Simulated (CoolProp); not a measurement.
Values from CoolProp's reference Helmholtz-energy equation of state, Marx 1992.

**Question.** For R113, give the phase and the speed of sound (m/s), isothermal compressibility (1/MPa), fugacity coefficient at 217.15 °C and 8.33 MPa.

**Answer.** 
- 217.15 °C and 8.33 MPa: supercritical; speed of sound 253, isothermal compressibility 0.0213, fugacity coefficient 0.352
